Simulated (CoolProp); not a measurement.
Vapour pressure (kPa) of cyclohexane: the reference equation beside estimates from Tc = 553.6 K, pc = 4081 kPa, ω = 0.209. Clausius-Clapeyron is anchored at 355.5 K with a constant enthalpy of vaporisation of 29.90 kJ/mol.

Values from CoolProp's reference Helmholtz-energy equation of state, Zhou 2014.

```json
[
 {"T (K)": "355.5", "reference": "106.4", "Clausius-Clapeyron": "106.4", "van der Waals": "518.9", "Redlich-Kwong": "164.7", "Soave-Redlich-Kwong": "106.3", "Peng-Robinson": "107.2"},
 {"T (K)": "366.6", "reference": "146.3", "Clausius-Clapeyron": "144.5", "van der Waals": "612.5", "Redlich-Kwong": "219.3", "Soave-Redlich-Kwong": "146.2", "Peng-Robinson": "146.7"},
 {"T (K)": "377.7", "reference": "196.9", "Clausius-Clapeyron": "192.8", "van der Waals": "716.7", "Redlich-Kwong": "286.2", "Soave-Redlich-Kwong": "196.8", "Peng-Robinson": "196.7"},
 {"T (K)": "388.8", "reference": "259.8", "Clausius-Clapeyron": "253.0", "van der Waals": "831.8", "Redlich-Kwong": "366.9", "Soave-Redlich-Kwong": "259.9", "Peng-Robinson": "259.0"},
 {"T (K)": "399.9", "reference": "337.0", "Clausius-Clapeyron": "327.1", "van der Waals": "958.5", "Redlich-Kwong": "462.7", "Soave-Redlich-Kwong": "337.4", "Peng-Robinson": "335.3"},
 {"T (K)": "411", "reference": "430.2", "Clausius-Clapeyron": "417.0", "van der Waals": "1097", "Redlich-Kwong": "575.2", "Soave-Redlich-Kwong": "431.4", "Peng-Robinson": "427.8"},
 {"T (K)": "422.1", "reference": "541.5", "Clausius-Clapeyron": "524.9", "van der Waals": "1248", "Redlich-Kwong": "705.7", "Soave-Redlich-Kwong": "543.8", "Peng-Robinson": "538.3"},
 {"T (K)": "433.3", "reference": "674.2", "Clausius-Clapeyron": "654.1", "van der Waals": "1413", "Redlich-Kwong": "857.2", "Soave-Redlich-Kwong": "678.2", "Peng-Robinson": "670.5"},
 {"T (K)": "444.4", "reference": "828.1", "Clausius-Clapeyron": "804.8", "van der Waals": "1589", "Redlich-Kwong": "1028", "Soave-Redlich-Kwong": "834.2", "Peng-Robinson": "824.1"},
 {"T (K)": "455.5", "reference": "1006", "Clausius-Clapeyron": "980.2", "van der Waals": "1779", "Redlich-Kwong": "1221", "Soave-Redlich-Kwong": "1015", "Peng-Robinson": "1003"},
 {"T (K)": "466.6", "reference": "1211", "Clausius-Clapeyron": "1183", "van der Waals": "1983", "Redlich-Kwong": "1438", "Soave-Redlich-Kwong": "1224", "Peng-Robinson": "1209"},
 {"T (K)": "477.7", "reference": "1445", "Clausius-Clapeyron": "1415", "van der Waals": "2200", "Redlich-Kwong": "1679", "Soave-Redlich-Kwong": "1462", "Peng-Robinson": "1444"}
]
```

Absolute difference from the reference over all 12 rows, mean and median: Clausius-Clapeyron 2.3 and 2.6 %, van der Waals 171.2 and 142.7 %, Redlich-Kwong 33.3 and 32.0 %, Soave-Redlich-Kwong 0.5 and 0.4 %, Peng-Robinson 0.4 and 0.4 %.
